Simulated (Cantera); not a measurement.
A closed system holds: 1 mol SiCl4, 260 mol H2, held at 0.100 bar.

Equilibrium computed with Cantera from the NASA thermochemical tables; the gas is ideal and each condensed phase is pure. Candidate condensed phases: Si; 19 gas species. Gases not in the tables: Si2H6 and higher silanes. Equilibrium is a limit: real reactors are often held back by kinetics, nucleation or transport.

**Question.** What share of the Si ends up in condensed phases as a function of T (K), at 1323, 1398, 1473, 1548, 1623, 1698, 1773, 1848, 1923?

**Answer.** 
```csv
T (K),Si condensed (%),as
1323,84.3,Si(s)
1398,83.9,Si(s)
1473,83.2,Si(s)
1548,82.5,Si(s)
1623,81.6,Si(s)
1698,80.8,Si(l)
1773,81.6,Si(l)
1848,81.0,Si(l)
1923,77.7,Si(l)
```
